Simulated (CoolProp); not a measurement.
Vapour pressure (bar) of R236FA: the reference equation beside estimates from Tc = 124.9 °C, pc = 31.91 bar, ω = 0.377. Clausius-Clapeyron is anchored at 36.45 °C with a constant enthalpy of vaporisation of 21.07 kJ/mol.

The numbers come from the reference Helmholtz-energy equation of state, Pan 2012 in CoolProp.

```tsv
T (°C)	reference	Lee-Kesler	Clausius-Clapeyron	van der Waals	Redlich-Kwong	Soave-Redlich-Kwong	Peng-Robinson
17.85	2.127	2.130	2.325	7.951	3.982	2.129	2.118
24.05	2.634	2.642	2.788	8.816	4.699	2.643	2.623
30.25	3.229	3.243	3.318	9.740	5.503	3.247	3.217
36.45	3.922	3.942	3.922	10.72	6.399	3.952	3.910
42.65	4.723	4.749	4.606	11.77	7.391	4.769	4.712
48.85	5.643	5.674	5.376	12.87	8.486	5.708	5.636
55.05	6.692	6.728	6.237	14.04	9.686	6.780	6.691
61.25	7.882	7.921	7.197	15.28	11.00	7.998	7.891
67.45	9.226	9.267	8.261	16.57	12.42	9.373	9.248
73.75	10.76	10.80	9.456	17.96	14.00	10.94	10.80
```

Absolute difference from the reference over all 10 rows, mean and median: Lee-Kesler 0.4 and 0.5 %, Clausius-Clapeyron 6.3 and 6.3 %, van der Waals 151.1 and 138.6 %, Redlich-Kwong 55.5 and 53.4 %, Soave-Redlich-Kwong 1.0 and 1.1 %, Peng-Robinson 0.3 and 0.3 %.
